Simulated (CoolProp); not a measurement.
Vapour-liquid equilibrium of R22 (1) + R113 (2) at 324.1 K; x and y are mole fractions of (1).

Model: multi-fluid Helmholtz-energy mixture model, Kamei 1995 and Marx 1992; pair parameters Bell 2016, in CoolProp.

```
x     bubble pressure (bar)  y at the bubble point  dew pressure at overall composition x (bar)  liquid density (mol/L)
----  ---------------------  ---------------------  -------------------------------------------  ----------------------
0.05                  2.045                  0.456                                        1.190                   8.173
0.2                   4.937                  0.791                                        1.408                   8.710
0.35                  7.807                  0.880                                        1.724                   9.292
0.5                   10.49                  0.921                                        2.217                   9.926
0.65                  13.04                  0.947                                        3.102                   10.62
0.8                   15.66                  0.969                                        5.139                   11.37
0.95                  18.68                  0.991                                        13.36                   12.18
```

No azeotrope shows between x = 0.05 and 0.95.

Pair parameters are fitted to limited data, so mixtures are less certain than the pure fluids. The gap from Raoult's law changes sign with composition, which may be real or a fault of the pair parameters; it wasn't checked against measurements.
